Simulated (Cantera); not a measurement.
# Ignition delay

Mixture: H₂ : O₂ : N₂ = 1 : 1.11 : 6.67 (molar parts), equivalence ratio 0.45, at 1200 Torr, adiabatic and at constant pressure. Ignition delay is the time to a rise of 400 K.

Detailed kinetics in Cantera: the H2/O2 subset of GRI-Mech 3.0, which has no nitrogen chemistry. Where the delays flatten at high temperature, the 400 K rule measures the pace of heat release, not the induction time.

```csv
T0 (K),delay (ms)
1300,0.0351
1375,0.0297
1450,0.0273
1525,0.0266
1600,0.0272
1675,0.0287
1750,0.0310
1825,0.0339
1900,0.0375
```
